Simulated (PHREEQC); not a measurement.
1 kg of water holding 0.23 mol/kgw KHCO3 and 0.011 mol/kgw K2SO4 is evaporated at 30 °C; the solids stay in contact with the brine. CO2 is held at log p = -3.4 (atm). The run lets Arcanite, Kalicinite, Misenite precipitate or redissolve, and no other solid.

The series has 28 steps of water left (kg), from 1.001 to 0.005381.

Model: Pitzer model, pitzer.dat, run in PHREEQC.

### Question
Which solids form, in which order, and at which step of the series does each first stand?

### Answer
Arcanite from water left = 0.066 kg (pH 10.46); Kalicinite from water left = 0.02143 kg (pH 10.96).

Complexes and solids missing from the database can't appear.
